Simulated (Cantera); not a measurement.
Feed: 1 mol (CH₃)₂SiCl₂, 0.075 mol CH₄, 66 mol H₂, held at 15.0 mbar.

Method: chemical equilibrium by Gibbs-energy minimisation in Cantera with the NASA 1993 tables (ideal gas, pure condensed phases). Candidate condensed phases: C, C₆H₆, C₇H₈, C₈H₁₈, Si, SiC; 109 gas species. The feed counts by its element totals alone. Gases not in the tables: Si₂H₆ and higher silanes. Rates play no part.

Task: Which condensed phases are stable at each of these points (T (K)): 973, 1123, 1273, 1423, 1573, 1723, 1873, 2023, 2173, 2323?

Result: 
| T (K) | condensed phases | Si condensed (%) |
|---|---|---|
| 973 | C(graphite) + SiC(s) | 99.7 |
| 1123 | C(graphite) + SiC(s) | 100.0 |
| 1273 | C(graphite) + SiC(s) | 100.0 |
| 1423 | C(graphite) + SiC(s) | 99.9 |
| 1573 | C(graphite) + SiC(s) | 99.8 |
| 1723 | C(graphite) + SiC(s) | 99.6 |
| 1873 | C(graphite) + SiC(s) | 99.3 |
| 2023 | C(graphite) + SiC(s) | 97.1 |
| 2173 | C(graphite) + SiC(s) | 81.4 |
| 2323 | C(graphite) | 0.0 |

From 973 K to 2173 K the condensed part is C(graphite) + SiC(s). At 2323 K the condensed part is C(graphite).
